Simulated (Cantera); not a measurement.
What does this Cantera script print?

```python
import numpy as np
import cantera as ct

gas_names = """
    B BCL BCLF BCL2 BCL3 BF BF2 BF3 BO BOCL BOF BOF2 BO2 B2 B2O B2O2 B2O3 B3O3CL3 B3O3F3 CL CLF CLF3 CLO
    CL2 F FO FO2 F2 F2O O O2 O3
""".split()
cond_names = """
    B(b) B(L) B2O3(L)
""".split()


# ... load() reads the species with a 1 bar reference pressure and builds the phases ...
atoms = {
    'B2O3': {'B': 2, 'O': 3},
    'Cl2': {'CL': 2},
    'F2': {'F': 2},
}
top_T = {}  # K; cautious upper limits of use, not melting points


# ... equilibrate(T, P, feed) seeds the gas with the atoms and calls Mixture.equilibrate('TP', solver="vcs", rtol=1e-11, max_steps=5000) ...
results = []
T = 825  # K
P = 1000  # Pa
for m in [0.52, 1.1, 1.7, 2.3, 2.9, 3.5, 4.1, 4.7]:
    feed = {'B2O3': 1, 'Cl2': 34, 'F2': m}  # mol
    mix = equilibrate(T, P, feed)
    results.append((T, P, feed, dict(zip(mix.species_names, mix.species_moles))))

top = {s: max(r[3][s] / sum(r[3][g] for g in gas_names) for r in results) for s in gas_names}
cols = sorted((s for s in top if top[s] > 1e-05), key=lambda s: -top[s])[:8]
seen = [c for c in cond_names if any(r[3].get(c, 0) > 1e-12 for r in results)]
print("log10 of partial pressures in bar; condensed amounts in mol")
print(f"{'n(F2)':>10s}" + "".join(f"{s[:9]:>10s}" for s in cols + seen))
for T, P, feed, n in results:
    ng = sum(n[g] for g in gas_names)
    print(f"{feed['F2']:10.4g}" + "".join(f"{np.log10(max(n[s] / ng * P / 1e5, 1e-99)):10.3f}" for s in cols)
          + "".join(f"{n.get(c, 0):10.4g}" for c in seen))
```

Output:

```
log10 of partial pressures in bar; condensed amounts in mol
     n(F2)       CL2       CLF       BF3        O2    B3O3F3        CL   B2O3(L)
      0.52    -2.008   -11.733    -4.030    -4.124    -5.160    -5.788    0.8027
       1.1    -2.016   -11.552    -3.713    -3.807    -4.843    -5.793    0.5826
       1.7    -2.025   -11.451    -3.533    -3.627    -4.662    -5.797    0.3549
       2.3    -2.033   -11.384    -3.410    -3.504    -4.539    -5.801    0.1273
       2.9    -2.041   -11.222    -3.294    -3.411    -5.050    -5.805         0
       3.5    -2.055    -3.580    -3.279    -3.404   -50.885    -5.812         0
       4.1    -2.069    -3.244    -3.286    -3.411   -52.973    -5.819         0
       4.7    -2.084    -3.062    -3.292    -3.417   -54.141    -5.827         0
```

Equilibrium computed with Cantera from the NASA thermochemical tables; the gas is ideal and each condensed phase is pure.
